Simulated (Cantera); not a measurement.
What does this Cantera script print?

```python
import numpy as np
import cantera as ct

gas_names = """
    C CO CO2 C2 C2O C3 C3O2 C4 C5 Fe FeC5O5 FeO O O2 O3
""".split()
cond_names = """
    C(gr) Fe(a) Fe(c) Fe(d) Fe(L) FeC5O5(L) FeO(s) FeO(L) Fe2O3(s) Fe3O4(s)
""".split()


# ... load() reads the species with a 1 bar reference pressure and builds the phases ...
atoms = {
    'Fe2O3': {'Fe': 2, 'O': 3},
    'CO': {'C': 1, 'O': 1},
}
top_T = {'C(gr)': 4500, 'Fe2O3(s)': 1830, 'Fe3O4(s)': 1870}  # K; cautious upper limits of use, not melting points


# ... equilibrate(T, P, feed) seeds the gas with the atoms and calls Mixture.equilibrate('TP', solver="vcs", rtol=1e-11, max_steps=5000) ...
results = []
feed = {'Fe2O3': 1, 'CO': 7.3}  # mol
for P in [10, 36, 130, 460, 1700, 6000, 22000, 77000, 280000, 1000000]:
    for T in [975, 1075, 1175, 1275, 1375, 1475, 1575, 1675, 1775, 1875, 1975]:
        mix = equilibrate(T, P, feed)
        results.append((T, P, feed, dict(zip(mix.species_names, mix.species_moles))))

for T, P, feed, n in results:
    print(f"{T:7g} {P:10.4g}  " + (" + ".join(c for c in cond_names if n.get(c, 0) > 1e-12) or "gas only"))
```

Output:

```
    975         10  Fe(a) + FeO(s)
   1075         10  Fe(a) + FeO(s)
   1175         10  Fe(a) + FeO(s)
   1275         10  Fe(c) + FeO(s)
   1375         10  Fe(c) + FeO(s)
   1475         10  Fe(c) + FeO(s)
   1575         10  FeO(s)
   1675         10  FeO(L)
   1775         10  FeO(L)
   1875         10  FeO(L)
   1975         10  gas only
    975         36  Fe(a) + FeO(s)
   1075         36  Fe(a) + FeO(s)
   1175         36  Fe(a) + FeO(s)
   1275         36  Fe(c) + FeO(s)
   1375         36  Fe(c) + FeO(s)
   1475         36  Fe(c) + FeO(s)
   1575         36  FeO(s)
   1675         36  FeO(L)
   1775         36  FeO(L)
   1875         36  FeO(L)
   1975         36  FeO(L)
    975        130  Fe(a) + FeO(s)
   1075        130  Fe(a) + FeO(s)
   1175        130  Fe(a) + FeO(s)
   1275        130  Fe(c) + FeO(s)
   1375        130  Fe(c) + FeO(s)
   1475        130  Fe(c) + FeO(s)
   1575        130  FeO(s)
   1675        130  FeO(L)
   1775        130  FeO(L)
   1875        130  FeO(L)
   1975        130  FeO(L)
    975        460  Fe(a) + FeO(s)
   1075        460  Fe(a) + FeO(s)
   1175        460  Fe(a) + FeO(s)
   1275        460  Fe(c) + FeO(s)
   1375        460  Fe(c) + FeO(s)
   1475        460  Fe(c) + FeO(s)
   1575        460  FeO(s)
   1675        460  FeO(L)
   1775        460  FeO(L)
   1875        460  FeO(L)
   1975        460  FeO(L)
    975       1700  Fe(a) + FeO(s)
   1075       1700  Fe(a) + FeO(s)
   1175       1700  Fe(a) + FeO(s)
   1275       1700  Fe(c) + FeO(s)
   1375       1700  Fe(c) + FeO(s)
   1475       1700  Fe(c) + FeO(s)
   1575       1700  FeO(s)
   1675       1700  FeO(L)
   1775       1700  FeO(L)
   1875       1700  FeO(L)
   1975       1700  FeO(L)
    975       6000  Fe(a) + FeO(s)
   1075       6000  Fe(a) + FeO(s)
   1175       6000  Fe(a) + FeO(s)
   1275       6000  Fe(c) + FeO(s)
   1375       6000  Fe(c) + FeO(s)
   1475       6000  Fe(c) + FeO(s)
   1575       6000  FeO(s)
   1675       6000  FeO(L)
   1775       6000  FeO(L)
   1875       6000  FeO(L)
   1975       6000  FeO(L)
    975    2.2e+04  Fe(a) + FeO(s)
   1075    2.2e+04  Fe(a) + FeO(s)
   1175    2.2e+04  Fe(a) + FeO(s)
   1275    2.2e+04  Fe(c) + FeO(s)
   1375    2.2e+04  Fe(c) + FeO(s)
   1475    2.2e+04  Fe(c) + FeO(s)
   1575    2.2e+04  FeO(s)
   1675    2.2e+04  FeO(L)
   1775    2.2e+04  FeO(L)
   1875    2.2e+04  FeO(L)
   1975    2.2e+04  FeO(L)
    975    7.7e+04  C(gr) + FeO(s)
   1075    7.7e+04  Fe(a) + FeO(s)
   1175    7.7e+04  Fe(a) + FeO(s)
   1275    7.7e+04  Fe(c) + FeO(s)
   1375    7.7e+04  Fe(c) + FeO(s)
   1475    7.7e+04  Fe(c) + FeO(s)
   1575    7.7e+04  FeO(s)
   1675    7.7e+04  FeO(L)
   1775    7.7e+04  FeO(L)
   1875    7.7e+04  FeO(L)
   1975    7.7e+04  FeO(L)
    975    2.8e+05  C(gr) + FeO(s)
   1075    2.8e+05  C(gr) + FeO(s)
   1175    2.8e+05  Fe(a) + FeO(s)
   1275    2.8e+05  Fe(c) + FeO(s)
   1375    2.8e+05  Fe(c) + FeO(s)
   1475    2.8e+05  Fe(c) + FeO(s)
   1575    2.8e+05  FeO(s)
   1675    2.8e+05  FeO(L)
   1775    2.8e+05  FeO(L)
   1875    2.8e+05  FeO(L)
   1975    2.8e+05  FeO(L)
    975      1e+06  C(gr) + FeO(s)
   1075      1e+06  C(gr) + FeO(s)
   1175      1e+06  C(gr) + FeO(s)
   1275      1e+06  Fe(c) + FeO(s)
   1375      1e+06  Fe(c) + FeO(s)
   1475      1e+06  Fe(c) + FeO(s)
   1575      1e+06  FeO(s)
   1675      1e+06  FeO(L)
   1775      1e+06  FeO(L)
   1875      1e+06  FeO(L)
   1975      1e+06  FeO(L)
```

Cantera equilibrium calculation (NASA polynomials, part measured and part estimated; ideal gas, pure solids and liquids). Mutual solubility and eutectic melting of coexisting phases are not modelled. The tables' stoichiometric FeO is somewhat more stable than real wüstite, so its field is too wide. FeO: taken at fixed stoichiometry. Condensed phases not in the tables: cementite and carbon dissolved in iron.
